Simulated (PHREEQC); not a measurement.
NaOH is added in steps, without added water, to 1 kg of water holding 0.0015 mol/kgw Pb(NO3)2, 0.015 mol/kgw KNO3 and 0.06 mol/kgw Na2SO4, at 25 °C. Oxygen alone is held at its pressure in air (log pO2 = -0.68). The system is closed to CO2. No solid was allowed to form.

Base run: PHREEQC, ion-association model, wateq4f.dat. Each further column changes one thing. The table gives Pb+2 (mol/kgw).

```json
[
 {"NaOH added (mol)": "0", "base": "0.000345", "KNO3 from 0.015 to 0.0225 mol/kgw": "0.000352", "temperature from 25 to 65 °C": "0.000401", "Na2SO4 from 0.06 to 0.066 mol/kgw": "0.000332", "solids may form": "3.37e-6"},
 {"NaOH added (mol)": "0.00125", "base": "0.000119", "KNO3 from 0.015 to 0.0225 mol/kgw": "0.000122", "temperature from 25 to 65 °C": "0.000148", "Na2SO4 from 0.06 to 0.066 mol/kgw": "0.000115", "solids may form": "3.36e-6"},
 {"NaOH added (mol)": "0.0025", "base": "3.10e-7", "KNO3 from 0.015 to 0.0225 mol/kgw": "3.12e-7", "temperature from 25 to 65 °C": "6.77e-7", "Na2SO4 from 0.06 to 0.066 mol/kgw": "3.15e-7", "solids may form": "7.63e-7"},
 {"NaOH added (mol)": "0.00375", "base": "6.12e-8", "KNO3 from 0.015 to 0.0225 mol/kgw": "6.18e-8", "temperature from 25 to 65 °C": "1.29e-7", "Na2SO4 from 0.06 to 0.066 mol/kgw": "6.24e-8", "solids may form": "1.54e-13"},
 {"NaOH added (mol)": "0.005", "base": "2.44e-8", "KNO3 from 0.015 to 0.0225 mol/kgw": "2.47e-8", "temperature from 25 to 65 °C": "6.31e-8", "Na2SO4 from 0.06 to 0.066 mol/kgw": "2.50e-8", "solids may form": "2.17e-14"},
 {"NaOH added (mol)": "0.00625", "base": "8.85e-9", "KNO3 from 0.015 to 0.0225 mol/kgw": "8.99e-9", "temperature from 25 to 65 °C": "3.96e-8", "Na2SO4 from 0.06 to 0.066 mol/kgw": "9.16e-9", "solids may form": "0"},
 {"NaOH added (mol)": "0.0075", "base": "2.70e-9", "KNO3 from 0.015 to 0.0225 mol/kgw": "2.75e-9", "temperature from 25 to 65 °C": "2.81e-8", "Na2SO4 from 0.06 to 0.066 mol/kgw": "2.81e-9", "solids may form": "0"},
 {"NaOH added (mol)": "0.00875", "base": "9.11e-10", "KNO3 from 0.015 to 0.0225 mol/kgw": "9.27e-10", "temperature from 25 to 65 °C": "2.14e-8", "Na2SO4 from 0.06 to 0.066 mol/kgw": "9.47e-10", "solids may form": "0"},
 {"NaOH added (mol)": "0.01", "base": "3.65e-10", "KNO3 from 0.015 to 0.0225 mol/kgw": "3.71e-10", "temperature from 25 to 65 °C": "1.70e-8", "Na2SO4 from 0.06 to 0.066 mol/kgw": "3.79e-10", "solids may form": "0"}
]
```

In at least one series the solution becomes supersaturated in solids that the run did not let form, among them Pb(OH)2, Anglesite, Larnakite. Away from 25 °C the constants follow the database's enthalpies or fits; those with neither stay at their 25 °C values. The database's Pb(OH)2 solid is less soluble than what usually precipitates. Solids allowed in the column 'solids may form': Pb(OH)2, Anglesite, Larnakite, Mirabilite.
